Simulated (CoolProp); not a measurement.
A simple Rankine cycle with n-pentane: condensing at 315.15 K, boiler at 0.661 MPa, turbine inlet 393 K, turbine efficiency 0.85, pump efficiency 0.6, no recuperator. Each further row changes one setting.

Values from CoolProp's reference Helmholtz-energy equation of state, Thol 2019.

| case | thermal efficiency (%) | net work (kJ/kg) | heat in (kJ/kg) | turbine exit temperature (K) | volume ratio over the turbine |
|---|---|---|---|---|---|
| as stated | 11.3 | 54.9 | 485 | 356.3 | 5.45 |
| turbine inlet 413 K | 11.1 | 58.9 | 530 | 377.1 | 5.37 |
| condensing temperature 307.15 K | 12.7 | 63.8 | 504 | 351.2 | 7.08 |
| boiler pressure 0.463 MPa | 9.1 | 45.0 | 493 | 365.3 | 3.73 |
| turbine efficiency 0.75 | 10.0 | 48.3 | 485 | 359.7 | 5.51 |
